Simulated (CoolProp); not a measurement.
The fluid at 298.15 K and 2.83 MPa flows at 0.074 m/s in a round tube of 12.7 mm bore and 1.5 µm roughness, fully developed (64/Re and Nu = 3.66 if laminar; Colebrook and Gnielinski if turbulent). The same conditions are run with several fluids, on thermodynamics alone (safety and materials aside).

Model: reference Helmholtz-energy equation of state of each fluid (CH2F2 (R32): Tillner-Roth 1997; n-hexane: Thol 2019; R227EA: Lemmon 2016; m-xylene: Zhou 2012), in CoolProp.

| fluid | Reynolds number | Darcy friction factor | pressure drop (Pa/m) | heat-transfer coefficient (W/(m² K)) | mass flow (kg/h) |
|---|---|---|---|---|---|
| CH2F2 (R32) | 7970 | 0.0330 | [?] | 377 | 32.7 |
| n-hexane | 2010 | 0.0318 | 4.51 | 35.0 | 22.2 |
| R227EA | [?] | 0.0371 | 11.2 | 174 | 47.4 |
| m-xylene | 1360 | 0.0470 | [?] | 37.7 | 29.1 |

Question: Fill in the missing entries.

Answer: 
- CH2F2 (R32), pressure drop (Pa/m): 6.89
- R227EA, Reynolds number: 5200
- m-xylene, pressure drop (Pa/m): 8.73

Transport values come from each fluid's own correlations; those of CH2F2 (R32), R227EA are estimates that may be off by 10 % or more.
